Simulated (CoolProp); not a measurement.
Ethylene along the isobar 6.88 MPa: fugacity coefficient from the reference equation and from simpler models built on Tc = 9.2 °C, pc = 5.042 MPa, ω = 0.087; each cubic takes its own stable root.

Model: reference Helmholtz-energy equation of state, Smukala 2000, in CoolProp.

| T (°C) | phase | reference |
|---|---|---|
| -85.25 | liquid | 0.04547 |
| -74.35 | liquid | 0.07102 |
| -63.55 | liquid | 0.1043 |
| -52.65 | liquid | 0.1465 |
| -41.75 | liquid | 0.1974 |
| -30.85 | liquid | 0.2564 |
| -19.95 | liquid | 0.3226 |
| -9.05 | liquid | 0.3945 |
| 1.85 | liquid | 0.4700 |
| 12.75 | supercritical | 0.5458 |
| 23.65 | supercritical | 0.6150 |
| 34.45 | supercritical | 0.6650 |
| 45.35 | supercritical | 0.7034 |
| 56.25 | supercritical | 0.7352 |
| 67.15 | supercritical | 0.7624 |

**Question.** How far does each simpler model (van der Waals, Redlich-Kwong, Soave-Redlich-Kwong, Peng-Robinson) lie from the reference over these 15 states: mean and median of the absolute difference, and the worst?

**Answer.** 
- van der Waals: mean 46.1 %, median 19.3 %, worst +196.7 % at -85.25 °C and 6.88 MPa
- Redlich-Kwong: mean 4.0 %, median 3.8 %, worst +8.1 % at -63.55 °C and 6.88 MPa
- Soave-Redlich-Kwong: mean 1.4 %, median 1.5 %, worst +2.5 % at -30.85 °C and 6.88 MPa
- Peng-Robinson: mean 2.4 %, median 2.1 %, worst -3.8 % at 34.45 °C and 6.88 MPa
